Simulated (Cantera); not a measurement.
Cantera run, input and output.

```python
import numpy as np
import cantera as ct

gas = ct.Solution("h2o2.yaml")
gas.TPX = 1100, 1300, {'H2': 0.016, 'O2': 1}
reactor = ct.IdealGasConstPressureReactor(gas, energy="off", clone=False)
net = ct.ReactorNet([reactor])
net.rtol, net.atol = 1e-08, 1e-18
show = ['H2', 'O2', 'HO2', 'O', 'OH', 'H']
times = np.geomspace(7e-06, 10, 10)

steps = ct.SolutionArray(gas, extra=["t"])
rows = []
print(f"{'t/s':>10s}{'T/K':>9s}{'P/Pa':>11s}" + "".join(f"{s:>11s}" for s in show))
for t in times:
    while net.time < t:
        t_next = net.step()
        steps.append(gas.state, t=t_next)
    rows.append([np.interp(t, steps.t, y) for y in (steps.T, steps.P, *steps(*show).X.T)])
    print(f"{t:10.3e}{rows[-1][0]:9.1f}{rows[-1][1]:11.4g}" + "".join(f"{x:11.3e}" for x in rows[-1][2:]))
rate = np.gradient(steps.T, steps.t)
print("integrator steps:", len(steps.t))
if steps.T.max() > steps.T[0] + 200:
    print(f"time of steepest temperature rise: {steps.t[rate.argmax()]:.4e} s")
gas.TPX = 1100, 1300, {'H2': 0.016, 'O2': 1}
gas.equilibrate("TP")
print(f"equilibrium (TP): T = {gas.T:.1f} K  " + "  ".join(f"{s} {gas[s].X[0]:.3e}" for s in show))
```

Result:

```
       t/s      T/K       P/Pa         H2         O2        HO2          O         OH          H
 7.000e-06   1100.0       1300  1.575e-02  9.843e-01  1.231e-11  5.797e-13  5.765e-13  1.173e-11
 3.380e-05   1100.0       1300  1.575e-02  9.843e-01  5.952e-11  1.201e-11  1.169e-11  4.793e-11
 1.633e-04   1100.0       1300  1.575e-02  9.843e-01  2.881e-10  1.845e-10  1.622e-10  1.421e-10
 7.884e-04   1100.0       1300  1.575e-02  9.843e-01  1.404e-09  2.834e-09  1.898e-09  7.126e-10
 3.807e-03   1100.0       1300  1.575e-02  9.842e-01  1.760e-08  1.530e-06  9.277e-07  3.062e-07
 1.839e-02   1100.0       1300  1.179e-04  9.725e-01  1.990e-06  1.076e-02  8.603e-04  1.122e-03
 8.879e-02   1100.0       1300  4.606e-05  9.789e-01  1.408e-06  4.868e-03  5.522e-04  3.233e-04
 4.288e-01   1100.0       1300  6.282e-06  9.834e-01  5.270e-07  6.691e-04  2.056e-04  1.647e-05
 2.071e+00   1100.0       1300  4.023e-07  9.841e-01  8.787e-08  4.427e-05  5.317e-05  2.816e-07
 1.000e+01   1100.0       1300  3.001e-08  9.841e-01  1.042e-08  3.401e-06  1.478e-05  6.012e-09
integrator steps: 1697
equilibrium (TP): T = 1100.0 K  H2 1.861e-10  O2 9.841e-01  HO2 1.709e-09  O 2.186e-08  OH 1.184e-06  H 3.114e-12
```

Detailed kinetics in Cantera: the H2/O2 subset of GRI-Mech 3.0, which has no nitrogen chemistry. Radical loss at walls, strong at low pressure, is not modelled.
